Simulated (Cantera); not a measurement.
A Cantera script and what it prints.

```python
import numpy as np
import cantera as ct

gas_names = [...]  # 113 gases of nasa_gas.yaml made of C, Cu, H, O
cond_names = """
    C(gr) C6H6(L) C7H8(L) C8H18(L),n-octa Cu(cr) Cu(L) CuO(s) CuO2H2(s) Cu2O(s) Cu2O(L) H2O(s) H2O(L)
""".split()


# ... load() reads the species with a 1 bar reference pressure and builds the phases ...
atoms = {
    'Cu2O': {'Cu': 2, 'O': 1},
    'CH4': {'C': 1, 'H': 4},
    'CO': {'C': 1, 'O': 1},
}
top_T = {'C(gr)': 4500, 'CuO(s)': 1390}  # K; cautious upper limits of use, not melting points


# ... equilibrate(T, P, feed) seeds the gas with the atoms and calls Mixture.equilibrate('TP', solver="vcs", rtol=1e-11, max_steps=5000) ...
results = []
feed = {'Cu2O': 1, 'CH4': 4.9, 'CO': 0.23}  # mol
P = 133.322  # Pa
for T in [2075, 2125, 2175, 2225, 2275, 2325, 2375, 2425, 2475, 2525, 2575]:
    mix = equilibrate(T, P, feed)
    results.append((T, P, feed, dict(zip(mix.species_names, mix.species_moles))))

top = {s: max(r[3][s] / sum(r[3][g] for g in gas_names) for r in results) for s in gas_names}
cols = sorted((s for s in top if top[s] > 1e-06), key=lambda s: -top[s])[:7]
seen = [c for c in cond_names if any(r[3].get(c, 0) > 1e-12 for r in results)]
print("log10 of partial pressures in bar; condensed amounts in mol")
print(f"{'T/K':>10s}" + "".join(f"{s[:9]:>10s}" for s in cols + seen))
for T, P, feed, n in results:
    ng = sum(n[g] for g in gas_names)
    print(f"{T:10.4g}" + "".join(f"{np.log10(max(n[s] / ng * P / 1e5, 1e-99)):10.3f}" for s in cols)
          + "".join(f"{n.get(c, 0):10.4g}" for c in seen))
```

It prints:

```
log10 of partial pressures in bar; condensed amounts in mol
       T/K        H2         H        Cu        CO C2H2,acet        C3       C2H     C(gr)
      2075    -3.031    -4.090    -3.703    -3.914    -5.938    -9.785    -8.618     3.877
      2125    -3.043    -3.961    -3.707    -3.918    -5.819    -9.301    -8.292     3.869
      2175    -3.058    -3.841    -3.713    -3.924    -5.710    -8.839    -7.983     3.859
      2225    -3.078    -3.727    -3.721    -3.932    -5.610    -8.400    -7.691     3.848
      2275    -3.102    -3.622    -3.730    -3.941    -5.521    -7.980    -7.414     3.834
      2325    -3.132    -3.525    -3.741    -3.952    -5.443    -7.578    -7.153     3.818
      2375    -3.169    -3.435    -3.753    -3.964    -5.376    -7.194    -6.908     3.799
      2425    -3.214    -3.354    -3.768    -3.979    -5.322    -6.827    -6.677     3.776
      2475    -3.268    -3.282    -3.784    -3.995    -5.280    -6.474    -6.461     3.748
      2525    -3.332    -3.218    -3.801    -4.012    -5.252    -6.136    -6.260      3.71
      2575    -3.406    -3.163    -3.819    -4.031    -5.238    -5.812    -6.073     3.652
```

Cantera equilibrium calculation (NASA polynomials, part measured and part estimated; ideal gas, pure solids and liquids).
